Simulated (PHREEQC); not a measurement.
0.061 g of hydrous ferric oxide (600 m²/g; 0.2 weak and 0.005 strong sites per Fe, Dzombak-Morel constants, diffuse double layer) in 1 kg of water with 0.001 mol/kgw of an inert sodium salt, at 25 °C; the pH is set by adding NaOH or the inert anion's acid. Oxygen alone is held at its pressure in air (log pO2 = -0.68). CO2 from the air is kept out. No solid was allowed to form.

Base run: PHREEQC, ion-association model, wateq4f.dat. Each further column changes one thing. The table gives surface charge σ (C/m²).

```json
[
 {"pH": "3", "base": "0.253", "background salt from 0.001 to 0.0001 mol/kgw": "0.224", "oxide from 0.061 to 0.3 g/kgw": "0.257", "0.00012 mol/kgw Na2SO4 added": "0.026"},
 {"pH": "4", "base": "0.118", "background salt from 0.001 to 0.0001 mol/kgw": "0.067", "oxide from 0.061 to 0.3 g/kgw": "0.120", "0.00012 mol/kgw Na2SO4 added": "0.019"},
 {"pH": "4.5", "base": "0.078", "background salt from 0.001 to 0.0001 mol/kgw": "0.036", "oxide from 0.061 to 0.3 g/kgw": "0.080", "0.00012 mol/kgw Na2SO4 added": "0.017"},
 {"pH": "5.5", "base": "0.031", "background salt from 0.001 to 0.0001 mol/kgw": "0.011", "oxide from 0.061 to 0.3 g/kgw": "0.032", "0.00012 mol/kgw Na2SO4 added": "0.013"},
 {"pH": "6.5", "base": "0.011", "background salt from 0.001 to 0.0001 mol/kgw": "0.004", "oxide from 0.061 to 0.3 g/kgw": "0.011", "0.00012 mol/kgw Na2SO4 added": "0.008"},
 {"pH": "7.5", "base": "0.003", "background salt from 0.001 to 0.0001 mol/kgw": "0.001", "oxide from 0.061 to 0.3 g/kgw": "0.003", "0.00012 mol/kgw Na2SO4 added": "0.003"},
 {"pH": "8", "base": "0.000", "background salt from 0.001 to 0.0001 mol/kgw": "0.000", "oxide from 0.061 to 0.3 g/kgw": "0.000", "0.00012 mol/kgw Na2SO4 added": "0.001"},
 {"pH": "9", "base": "-0.004", "background salt from 0.001 to 0.0001 mol/kgw": "-0.001", "oxide from 0.061 to 0.3 g/kgw": "-0.004", "0.00012 mol/kgw Na2SO4 added": "-0.005"}
]
```

The oxide is taken as insoluble; below pH 4 it would dissolve.
